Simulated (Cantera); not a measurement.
A Cantera script and its output.

```python
import numpy as np
import cantera as ct

gas = ct.Solution("gri30.yaml")
gas.TPX = 1523, 31000, {'CO': 0.0037, 'O2': 0.0039, 'H2O': 0.0011, 'N2': 1}
reactor = ct.IdealGasConstPressureReactor(gas, energy="off", clone=False)
net = ct.ReactorNet([reactor])
net.rtol, net.atol = 1e-08, 1e-18
show = ['CO', 'O2', 'H2O', 'N2O', 'NO', 'OH', 'H2O2']
times = np.geomspace(0.0002, 3, 13)

steps = ct.SolutionArray(gas, extra=["t"])
rows = []
print(f"{'t/s':>10s}{'T/K':>9s}{'P/Pa':>11s}" + "".join(f"{s:>11s}" for s in show))
for t in times:
    while net.time < t:
        t_next = net.step()
        steps.append(gas.state, t=t_next)
    rows.append([np.interp(t, steps.t, y) for y in (steps.T, steps.P, *steps(*show).X.T)])
    print(f"{t:10.3e}{rows[-1][0]:9.1f}{rows[-1][1]:11.4g}" + "".join(f"{x:11.3e}" for x in rows[-1][2:]))
rate = np.gradient(steps.T, steps.t)
print("integrator steps:", len(steps.t))
if steps.T.max() > steps.T[0] + 200:
    print(f"time of steepest temperature rise: {steps.t[rate.argmax()]:.4e} s")
gas.TPX = 1523, 31000, {'CO': 0.0037, 'O2': 0.0039, 'H2O': 0.0011, 'N2': 1}
gas.equilibrate("TP")
print(f"equilibrium (TP): T = {gas.T:.1f} K  " + "  ".join(f"{s} {gas[s].X[0]:.3e}" for s in show))
```

It prints:

```
       t/s      T/K       P/Pa         CO         O2        H2O        N2O         NO         OH       H2O2
 2.000e-04   1523.0    3.1e+04  3.668e-03  3.866e-03  1.091e-03  1.311e-13  1.424e-15  1.848e-10  1.116e-14
 4.457e-04   1523.0    3.1e+04  3.668e-03  3.866e-03  1.091e-03  3.885e-13  7.900e-15  6.899e-10  2.222e-14
 9.932e-04   1523.0    3.1e+04  3.668e-03  3.866e-03  1.091e-03  1.364e-12  4.304e-14  2.944e-09  3.876e-14
 2.213e-03   1523.0    3.1e+04  3.668e-03  3.866e-03  1.090e-03  6.657e-12  2.820e-13  1.677e-08  7.662e-14
 4.932e-03   1523.0    3.1e+04  3.667e-03  3.866e-03  1.090e-03  9.406e-11  4.706e-12  2.607e-07  6.543e-13
 1.099e-02   1523.0    3.1e+04  3.487e-03  3.726e-03  1.049e-03  1.985e-08  1.577e-09  3.630e-05  4.318e-10
 2.449e-02   1523.0    3.1e+04  1.352e-03  2.501e-03  6.619e-04  8.866e-08  7.193e-07  1.277e-04  3.311e-09
 5.459e-02   1523.0    3.1e+04  7.336e-04  2.279e-03  8.274e-04  9.305e-08  2.416e-06  1.085e-04  2.738e-09
 1.216e-01   1523.0    3.1e+04  3.461e-04  2.147e-03  9.814e-04  1.185e-07  3.401e-06  7.381e-05  1.508e-09
 2.711e-01   1523.0    3.1e+04  1.245e-04  2.070e-03  1.050e-03  1.485e-07  3.904e-06  4.356e-05  6.002e-10
 6.041e-01   1523.0    3.1e+04  3.809e-05  2.042e-03  1.075e-03  1.258e-07  4.158e-06  2.416e-05  2.003e-10
 1.346e+00   1523.0    3.1e+04  1.162e-05  2.035e-03  1.084e-03  5.749e-08  4.264e-06  1.356e-05  6.567e-11
 3.000e+00   1523.0    3.1e+04  3.971e-06  2.033e-03  1.088e-03  2.141e-08  4.313e-06  8.067e-06  2.368e-11
integrator steps: 1350
equilibrium (TP): T = 1523.0 K  CO 1.031e-06  O2 1.961e-03  H2O 1.090e-03  N2O 5.673e-09  NO 1.490e-04  OH 4.158e-06  H2O2 6.371e-12
```

Cantera simulation using GRI-Mech 3.0 (53 species, 325 reactions); the numbers are that mechanism's predictions, not measurements.
